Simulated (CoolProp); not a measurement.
Properties of R113 along the isobar 1.01 bar (Tc = 487.2 K, pc = 33.92 bar, ω = 0.253).

The numbers come from the reference Helmholtz-energy equation of state, Marx 1992 in CoolProp.

| T (K) | phase | density (kg/m³) | cp (kJ/(kg K)) | cv (kJ/(kg K)) | isothermal compressibility (1/MPa) |
|---|---|---|---|---|---|
| 280.7 | liquid | 1604 | 0.9020 | 0.6541 | 0.001496 |
| 300.7 | liquid | 1557 | 0.9202 | 0.6718 | 0.001843 |
| 340.5 | gas | 6.913 | 0.7044 | 0.6526 | 10.26 |
| 360.5 | gas | 6.490 | 0.7190 | 0.6688 | 10.19 |
| 380.4 | gas | 6.123 | 0.7336 | 0.6844 | 10.14 |
| 400.3 | gas | 5.798 | 0.7477 | 0.6994 | 10.10 |
| 420.3 | gas | 5.506 | 0.7613 | 0.7135 | 10.07 |
| 440.2 | gas | 5.245 | 0.7741 | 0.7268 | 10.04 |
| 460.1 | gas | 5.008 | 0.7861 | 0.7393 | 10.02 |
| 480.1 | gas | 4.792 | 0.7976 | 0.7510 | 10.01 |
| 500 | gas | 4.595 | 0.8083 | 0.7619 | 9.994 |
